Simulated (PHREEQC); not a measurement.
0.22 g of hydrous ferric oxide (600 m²/g; 0.2 weak and 0.005 strong sites per Fe, Dzombak-Morel constants, diffuse double layer) in 1 kg of water with 0.005 mol/kgw of an inert sodium salt and 0.0012 mmol/kgw ZnSO4, 0.19 mmol/kgw Na2HAsO4 and 0.12 mmol/kgw PbCl2, at 25 °C; the pH is set by adding NaOH or the inert anion's acid. Oxygen alone is held at its pressure in air (log pO2 = -0.68). CO2 from the air is kept out. Nothing may precipitate in this run.

Base run: PHREEQC, ion-association model, wateq4f.dat. Each further column changes one thing. The table gives S sorbed (%).

```
pH    base  no electrostatic term (-no_edl)  background salt from 0.005 to 0.0005 mol/kgw  oxide from 0.22 to 1.1 g/kgw
----  ----  -------------------------------  --------------------------------------------  ----------------------------
3     99.8                              0.1                                         100.0                         100.0
3.38  99.7                              0.1                                          99.9                         100.0
4.12  98.3                              0.1                                          99.4                         100.0
4.5   95.0                              0.1                                          97.8                         100.0
4.88  83.9                              0.1                                          90.6                          99.9
5.62  23.7                              0.1                                             ?                          98.7
6      6.0                              0.1                                             ?                             ?
6.38   1.2                              0.1                                             ?                             ?
7.12   0.1                              0.1                                           0.1                          13.4
7.5    0.0                              0.1                                           0.0                           2.8
7.88   0.0                              0.1                                           0.0                           0.5
8.62   0.0                              0.1                                           0.0                           0.0
9      0.0                              0.0                                           0.0                           0.0
```

Problem. Some entries are withheld; supply them.

Solution. 
- 5.62, background salt from 0.005 to 0.0005 mol/kgw: 31.5
- 6, background salt from 0.005 to 0.0005 mol/kgw: 8.1
- 6, oxide from 0.22 to 1.1 g/kgw: 94.4
- 6.38, background salt from 0.005 to 0.0005 mol/kgw: 1.6
- 6.38, oxide from 0.22 to 1.1 g/kgw: 78.3

The database has no arsenate complexes of Pb, Zn. The oxide is taken as insoluble; below pH 4 it would dissolve. In at least one series the solution becomes supersaturated in solids that the run did not let form, among them Pb(OH)2.
